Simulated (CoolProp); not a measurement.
Properties of vinyl chloride along the isotherm 156.85 °C.

The numbers come from the reference Helmholtz-energy equation of state, Thol 2022 in CoolProp.

| p (MPa) | phase | speed of sound (m/s) | Joule-Thomson coefficient (K/MPa) | isothermal compressibility (1/MPa) | fugacity coefficient |
|---|---|---|---|---|---|
| 0.177 | gas | 253.4 | 9.563 | 5.707 | 0.9902 |
| 0.364 | gas | 251.4 | 9.682 | 2.806 | 0.9798 |
| 0.747 | gas | 247.1 | 9.941 | 1.401 | 0.9587 |
| 1.53 | gas | 237.7 | 10.54 | 0.7255 | 0.9155 |
| 3.15 | gas | 215.0 | 12.12 | 0.4235 | 0.8264 |
| 6.47 | supercritical | 201.0 | 5.240 | 0.2527 | 0.6229 |
| 13.3 | supercritical | 425.0 | 0.7460 | 0.01542 | 0.3702 |
| 27.3 | supercritical | 610.1 | 0.008071 | 0.005578 | 0.2556 |
| 56 | supercritical | 823.0 | -0.3023 | 0.002519 | 0.2363 |
